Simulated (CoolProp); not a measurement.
A closed Brayton cycle with carbon dioxide: compressor inlet 312.15 K and 8.3 MPa, high pressure 21.4 MPa, turbine inlet 810 K, compressor efficiency 0.89, turbine efficiency 0.9, recuperator effectiveness 0.9 (on enthalpy, no pinch check). Each further row changes one setting.

Values from CoolProp's reference Helmholtz-energy equation of state, Span 1996.

```json
[
 {"case": "as stated", "thermal efficiency (%)": "34.1", "net work (kJ/kg)": "88.8", "compressor to turbine work": "0.27", "compressor exit (K)": "371.5", "turbine exit (K)": "698.0"},
 {"case": "turbine inlet 760 K", "thermal efficiency (%)": "32.5", "net work (kJ/kg)": "(withheld)", "compressor to turbine work": "(withheld)", "compressor exit (K)": "371.5", "turbine exit (K)": "652.1"},
 {"case": "compressor inlet 322.15 K", "thermal efficiency (%)": "33.3", "net work (kJ/kg)": "78.2", "compressor to turbine work": "0.36", "compressor exit (K)": "397.7", "turbine exit (K)": "698.0"},
 {"case": "high pressure 18.2 MPa", "thermal efficiency (%)": "32.2", "net work (kJ/kg)": "76.3", "compressor to turbine work": "0.26", "compressor exit (K)": "(withheld)", "turbine exit (K)": "716.7"},
 {"case": "recuperator effectiveness 0.5", "thermal efficiency (%)": "21.5", "net work (kJ/kg)": "88.8", "compressor to turbine work": "0.27", "compressor exit (K)": "371.5", "turbine exit (K)": "698.0"}
]
```

Q: Complete the blanks.

A: 
- turbine inlet 760 K, net work (kJ/kg): 80.2
- turbine inlet 760 K, compressor to turbine work: 0.29
- high pressure 18.2 MPa, compressor exit (K): 361.3
